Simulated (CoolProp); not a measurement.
The fluid at 315.75 K and 0.0066 MPa is compressed adiabatically to 0.0234 MPa with isentropic efficiency 0.85. The same conditions are run with several fluids, on thermodynamics alone (safety and materials aside).

Model: reference Helmholtz-energy equation of state of each fluid (n-heptane: Span 2003; R115: Lemmon 2016; benzene: Thol 2012; neopentane: Lemmon 2006; dimethyl carbonate: Zhou 2011), in CoolProp.

### Question
Rank n-heptane, R115, benzene, neopentane, dimethyl carbonate by work (kJ/kg), highest first.

### Answer
neopentane (56.2), benzene (52.8), dimethyl carbonate (45.3), n-heptane (39.8), R115 (26.5)

```tsv
fluid	final temperature (K)	final density (kg/m³)
n-heptane	338.8	0.847
R115	350.7	1.24
benzene	360.0	0.615
neopentane	346.5	0.589
dimethyl carbonate	351.8	0.726
```
